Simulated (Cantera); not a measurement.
Input: 1 mol Si3N4, 0.027 mol CO2, a varied amount of H2, equilibrated at 1452 °C and 1650 Torr.

These are equilibrium values from Cantera (NASA tables, ideal gas, pure condensed phases), not measurements of a reactor. Candidate condensed phases: C, C6H6, C7H8, C8H18, H2O, Si, SiC, SiO2, Si2N2O, Si3N4; 151 gas species. Mutual solubility and eutectic melting of coexisting phases are not modelled. Gases not in the tables: Si2H6 and higher silanes. The numbers say what is thermodynamically allowed, not how fast it happens.

Q: At 120 mol H2, list the 6 most abundant gas species with their mole fractions, and the condensed phases.

A: H2 0.999, N2 0.00111, H 0.000125, SiO 4.33e-5, CH4 3.69e-5, SiH2 1.72e-5. Condensed: Si(l) + SiC(s) + Si2N2O(s) + Si3N4(s).
